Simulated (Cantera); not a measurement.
Charge: 1 mol SiCl4, 0.0099 mol C2H2, 370 mol H2, at 975 °C and 350 Pa.

These are equilibrium values from Cantera (NASA tables, ideal gas, pure condensed phases), not measurements of a reactor. Candidate condensed phases: C, C6H6, C7H8, C8H18, Si, SiC; 109 gas species. Mutual solubility and eutectic melting of coexisting phases are not modelled. Rates play no part.

What is the equilibrium state?


- x(H2): 0.990
- x(HCl): 0.0102
- x(SiCl2): 0.000264
- x(H): 7.85e-6
- x(SiCl3): 2.85e-6
- n(Si(s)): 0.880 mol
- n(SiC(s)): 0.0198 mol
- gas amount: 372.0 mol
- log10 activity of C(graphite) (absent): -2.65
